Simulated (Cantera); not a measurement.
Input (Python, Cantera) and output of one run.

```python
import numpy as np
import cantera as ct

gas_names = """
    CL CL2 H HCL H2 N NH NH2 NH3 N2 N2H2 N2H4 Si SiCL SiCL2 SiCL3 SiCL4 SiH SiHCL3 SiH2 SiH2CL2 SiH3
    SiH3CL SiH4 SiN Si2 Si2N Si3
""".split()
cond_names = """
    NH4CL(a) NH4CL(b) Si(cr) Si(L) Si3N4(a)
""".split()


def load(file, names, dense=False):
    # The tables refer to 1 bar. Condensed volumes are neglected.
    table = {s.name: s for s in ct.Species.list_from_file(file)}
    out = []
    for n in names:
        d = dict(table[n].input_data)
        d["thermo"] = dict(d["thermo"], **{"reference-pressure": 1e5})
        if dense:
            d["equation-of-state"] = {"model": "constant-volume", "density": "1e6 g/cm^3"}
        out.append(ct.Species.from_dict(d))
    return out


gas = ct.Solution(thermo="ideal-gas", species=load("nasa_gas.yaml", gas_names))
cond = {s.name: ct.Solution(thermo="fixed-stoichiometry", species=[s], name=s.name)
        for s in load("nasa_condensed.yaml", cond_names, dense=True)}
atoms = {
    'SiHCl3': {'Si': 1, 'H': 1, 'CL': 3},
    'NH3': {'N': 1, 'H': 3},
    'N2': {'N': 2},
}
top_T = {'Si3N4(a)': 2400}  # K; cautious upper limits of use, not melting points


def equilibrate(T, P, feed):
    n = {}
    for name, mol in feed.items():
        for a, k in atoms[name].items():
            n[a] = n.get(a, 0.0) + k * mol
    gas.TPX = T, P, n
    mass = sum(n.values()) * gas.mean_molecular_weight
    gas.equilibrate("TP")
    valid = [c for c in cond.values() if c.min_temp <= T <= top_T.get(c.name, c.max_temp)]
    mix = ct.Mixture([(gas, mass / gas.mean_molecular_weight)] + [(c, 0.0) for c in valid])
    mix.T, mix.P = T, P
    mix.equilibrate("TP", solver="vcs", rtol=1e-11, max_steps=5000)
    return mix


results = []
feed = {'SiHCl3': 1, 'NH3': 3.2, 'N2': 2.6}  # mol
P = 11000  # Pa
for T in [825, 925, 1025, 1125, 1225, 1325, 1425, 1525, 1625]:
    mix = equilibrate(T, P, feed)
    results.append((T, P, feed, dict(zip(mix.species_names, mix.species_moles))))
    x = sorted(zip(gas.X, gas.species_names), reverse=True)
    print(f"T = {T:g} K  P = {P:g} Pa  gas = {mix.phase_moles(0):.4g} mol")
    print("   x: " + "  ".join(f"{s} {v:.3e}" for v, s in x if v > 1e-05))
    print("   condensed (mol): " + ("  ".join(f"{mix.phase(i).name} {mix.phase_moles(i):.4g}"
          for i in range(1, mix.n_phases) if mix.phase_moles(i) > 1e-12) or "none"))
```

Output:

```
T = 825 K  P = 11000 Pa  gas = 10.29 mol
   x: H2 3.969e-01  N2 3.527e-01  HCL 2.366e-01  SiCL4 1.375e-02  NH3 3.823e-05  SiHCL3 2.853e-05
   condensed (mol): Si3N4(a) 0.2861
T = 925 K  P = 11000 Pa  gas = 10.3 mol
   x: H2 3.897e-01  N2 3.500e-01  HCL 2.498e-01  SiCL4 1.033e-02  SiHCL3 5.854e-05  NH3 1.575e-05
   condensed (mol): Si3N4(a) 0.2977
T = 1025 K  P = 11000 Pa  gas = 10.31 mol
   x: H2 3.848e-01  N2 3.483e-01  HCL 2.588e-01  SiCL4 7.995e-03  SiHCL3 1.022e-04  SiCL3 1.182e-05
   condensed (mol): Si3N4(a) 0.3055
T = 1125 K  P = 11000 Pa  gas = 10.31 mol
   x: H2 3.815e-01  N2 3.471e-01  HCL 2.649e-01  SiCL4 6.360e-03  SiHCL3 1.591e-04  SiCL3 5.624e-05
   condensed (mol): Si3N4(a) 0.3107
T = 1225 K  P = 11000 Pa  gas = 10.32 mol
   x: H2 3.793e-01  N2 3.463e-01  HCL 2.688e-01  SiCL4 5.162e-03  SiHCL3 2.273e-04  SiCL3 2.036e-04  SiCL2 6.351e-05
   condensed (mol): Si3N4(a) 0.3139
T = 1325 K  P = 11000 Pa  gas = 10.32 mol
   x: H2 3.782e-01  N2 3.460e-01  HCL 2.703e-01  SiCL4 4.198e-03  SiCL3 5.910e-04  SiCL2 4.519e-04  SiHCL3 3.007e-04
   condensed (mol): Si3N4(a) 0.3143
T = 1425 K  P = 11000 Pa  gas = 10.34 mol
   x: H2 3.788e-01  N2 3.466e-01  HCL 2.672e-01  SiCL4 3.263e-03  SiCL2 2.331e-03  SiCL3 1.391e-03  SiHCL3 3.621e-04  H 1.266e-05
   condensed (mol): Si3N4(a) 0.308
T = 1525 K  P = 11000 Pa  gas = 10.39 mol
   x: H2 3.830e-01  N2 3.493e-01  HCL 2.538e-01  SiCL2 8.743e-03  SiCL3 2.529e-03  SiCL4 2.173e-03  SiHCL3 3.706e-04  H 4.414e-05  CL 2.347e-05  SiH2CL2 1.018e-05
   condensed (mol): Si3N4(a) 0.2854
T = 1625 K  P = 11000 Pa  gas = 10.5 mol
   x: H2 3.925e-01  N2 3.551e-01  HCL 2.244e-01  SiCL2 2.316e-02  SiCL3 3.270e-03  SiCL4 1.072e-03  SiHCL3 2.924e-04  H 1.333e-04  CL 6.000e-05  SiH2CL2 1.347e-05
   condensed (mol): Si3N4(a) 0.236
```

Equilibrium computed with Cantera from the NASA thermochemical tables; the gas is ideal and each condensed phase is pure. The tables' values for SiCl3 are old estimates; treat these amounts as uncertain.
